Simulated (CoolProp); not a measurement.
Vapour pressure (kPa) of dimethyl ether: the reference equation beside estimates from Tc = 400.4 K, pc = 5337 kPa, ω = 0.196. Clausius-Clapeyron is anchored at 241.1 K with a constant enthalpy of vaporisation of 21.81 kJ/mol.

Computed with CoolProp (reference Helmholtz-energy equation of state, Wu 2011).

| T (K) | reference | Clausius-Clapeyron | van der Waals | Soave-Redlich-Kwong |
|---|---|---|---|---|
| 224 | 30.65 | 31.83 | 305.9 | 30.20 |
| 232.6 | 48.32 | 49.08 | 383.8 | 47.69 |
| 241.1 | 73.03 | 73.03 | 473.4 | 72.22 |
| 249.7 | 107.3 | 106.2 | 577.5 | 106.4 |
| 258.3 | 153.2 | 150.7 | 696.0 | 152.2 |
| 266.9 | 213.0 | 209.1 | 829.8 | 212.1 |
| 275.5 | 289.3 | 284.1 | 979.6 | 288.9 |
| 284 | 383.7 | 377.8 | 1144 | 384.1 |

Absolute difference from the reference over all 8 rows, mean and median: Clausius-Clapeyron 1.7 and 1.6 %, van der Waals 457.4 and 396.3 %, Soave-Redlich-Kwong 0.8 and 0.7 %.
